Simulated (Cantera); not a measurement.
A Cantera script and what it prints.

```python
import numpy as np
import cantera as ct

gas_names = """
    Ca CaO CaOH CaO2H2 Ca2 H HO2 H2 H2O H2O2 O OH O2 O3
""".split()
cond_names = """
    Ca(a) Ca(b) Ca(L) CaO(s) CaO(L) CaO2H2(s) H2O(s) H2O(L)
""".split()


# ... load() reads the species with a 1 bar reference pressure and builds the phases ...
atoms = {
    'Ca(OH)2': {'Ca': 1, 'O': 2, 'H': 2},
    'H2': {'H': 2},
    'H2O': {'H': 2, 'O': 1},
}
top_T = {}  # K; cautious upper limits of use, not melting points


# ... equilibrate(T, P, feed) seeds the gas with the atoms and calls Mixture.equilibrate('TP', solver="vcs", rtol=1e-11, max_steps=5000) ...
results = []
feed = {'Ca(OH)2': 1, 'H2': 1.8, 'H2O': 0.087}  # mol
P = 101325  # Pa
for T in [723, 923, 1123, 1323, 1523, 1723, 1923]:
    mix = equilibrate(T, P, feed)
    results.append((T, P, feed, dict(zip(mix.species_names, mix.species_moles))))
    x = sorted(zip(gas.X, gas.species_names), reverse=True)
    print(f"T = {T:g} K  P = {P:g} Pa  gas = {mix.phase_moles(0):.4g} mol")
    print("   x: " + "  ".join(f"{s} {v:.3e}" for v, s in x if v > 0.001))
    print("   condensed (mol): " + ("  ".join(f"{mix.phase(i).name} {mix.phase_moles(i):.4g}"
          for i in range(1, mix.n_phases) if mix.phase_moles(i) > 1e-12) or "none"))
```

Result:

```
T = 723 K  P = 101325 Pa  gas = 2.31 mol
   x: H2 7.792e-01  H2O 2.208e-01
   condensed (mol): CaO(s) 0.4232  CaO2H2(s) 0.5768
T = 923 K  P = 101325 Pa  gas = 2.887 mol
   x: H2 6.235e-01  H2O 3.765e-01
   condensed (mol): CaO(s) 1
T = 1123 K  P = 101325 Pa  gas = 2.887 mol
   x: H2 6.235e-01  H2O 3.765e-01
   condensed (mol): CaO(s) 1
T = 1323 K  P = 101325 Pa  gas = 2.887 mol
   x: H2 6.235e-01  H2O 3.765e-01
   condensed (mol): CaO(s) 1
T = 1523 K  P = 101325 Pa  gas = 2.887 mol
   x: H2 6.235e-01  H2O 3.765e-01
   condensed (mol): CaO(s) 1
T = 1723 K  P = 101325 Pa  gas = 2.887 mol
   x: H2 6.234e-01  H2O 3.765e-01
   condensed (mol): CaO(s) 1
T = 1923 K  P = 101325 Pa  gas = 2.888 mol
   x: H2 6.229e-01  H2O 3.763e-01
   condensed (mol): CaO(s) 0.9999
```

Method: chemical equilibrium by Gibbs-energy minimisation in Cantera with the NASA 1993 tables (ideal gas, pure condensed phases).
